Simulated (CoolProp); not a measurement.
Vapour-liquid equilibrium of propylene (1) + acetone (2) at 276.9 K; x and y are mole fractions of (1).

The numbers come from the multi-fluid Helmholtz-energy mixture model, Lemmon 2013 and Lemmon 2006; pair parameters Bell 2016 in CoolProp.

**Question.** Give the bubble pressure and the first vapour's composition at x = 0.125, 0.275, 0.425. Is there an azeotrope?

**Answer.** x = 0.125: 0.1961 MPa, y = 0.945; x = 0.275: 0.3588 MPa, y = 0.971; x = 0.425: 0.4496 MPa, y = 0.979. No azeotrope shows between x = 0.05 and 0.95.

The pair parameters rest on a limited set of measurements; away from them the model extrapolates. With so large a gap from Raoult's law the liquid may split in two, which this calculation doesn't test in full.
